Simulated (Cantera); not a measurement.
Feed: 1 mol V2O5, 26 mol H2, equilibrated at 530 Pa.

These are equilibrium values from Cantera (NASA tables, ideal gas, pure condensed phases), not measurements of a reactor. Candidate condensed phases: H2O, V, VO, V2O3, V2O4, V2O5; 12 gas species. Condensed phases not in the tables: the oxides between V2O3 and V2O5 other than VO2. Rates play no part. All values below are at 2123 K.

Base state: H2 0.868, H2O 0.0642, H 0.0459, VO2 0.0195, VO 0.00164, OH 0.000420, O 1.57e-5, V 1.49e-5 (mole fractions); condensed: V2O3(s).

Problem. What changes in the equilibrium state with this change: pressure from 530 Pa to 10000 Pa?

Solution. 
| species | before | after |
|---|---|---|
| H2 | 0.868 | 0.912 |
| H2O | 0.0642 | 0.0758 |
| H | 0.0459 | 0.0108 |
| VO2 | 0.0195 | 0.00109 |
| V | 1.49e-5 | 6.61e-7 |
| VO | 0.00164 | 8.22e-5 |
| O | 1.57e-5 | 9.38e-7 |
| V2O3(s), mol | 0.713 | 0.985 |
